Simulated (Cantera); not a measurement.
Input: 1 mol CO, 0.66 mol CO2, held at 2498.15 K and 0.720 bar.

Equilibrium computed with Cantera from the NASA thermochemical tables; the gas is ideal and each condensed phase is pure. Candidate condensed phases: C; 12 gas species. Equilibrium is a limit: real reactors are often held back by kinetics, nucleation or transport.

Base state: CO 0.604, CO2 0.395, O2 0.000792, O 0.000476 (mole fractions); condensed: gas only.

Question: What changes in the equilibrium state with this change: pressure from 0.720 bar to 1.33 mbar?

Answer: 
| species | before | after |
|---|---|---|
| CO | 0.604 | 0.706 |
| CO2 | 0.395 | 0.157 |
| O | 0.000476 | 0.0874 |
| O2 | 0.000792 | 0.0494 |

Question: What changes in the equilibrium state with this change: temperature from 2498.15 K to 2875 K?

Answer: 
```tsv
species	before	after
CO	0.604	0.631
CO2	0.395	0.341
O2	0.000792	0.0172
O	0.000476	0.0112
```

Question: What changes in the equilibrium state with this change: temperature from 2498.15 K to 2975 K?

Answer: 
```json
[
 {"species": "CO", "before": "0.604", "after": "0.649"},
 {"species": "CO2", "before": "0.395", "after": "0.303"},
 {"species": "O2", "before": "0.000792", "after": "0.0277"},
 {"species": "O", "before": "0.000476", "after": "0.0204"}
]
```
